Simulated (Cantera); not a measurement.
Input: 1 mol Al, 3.4 mol O₂, 630 mol H₂, 46 mol N₂, held at 900 K and 173 Torr.

Cantera equilibrium calculation (NASA polynomials, part measured and part estimated; ideal gas, pure solids and liquids). Candidate condensed phases: Al, AlN, Al₂O₃, H₂O; 35 gas species. Kinetics and transport are ignored.

Base state: H₂ 0.924, N₂ 0.0680, H₂O 0.00784, NH₃ 6.45e-5 (mole fractions); condensed: Al₂O₃(s).

What changes in the equilibrium state with this change: O₂ from 3.4 to 0.23 mol?


| species | before | after |
|---|---|---|
| H₂ | 0.924 | 0.932 |
| N₂ | 0.0680 | 0.0675 |
| NH₃ | 6.45e-5 | 6.52e-5 |
| H₂O | 0.00784 | 3.41e-8 |
| Al₂O₃(s), mol | 0.500 | 0.153 |
| AlN(s), mol | 0 | 0.693 |
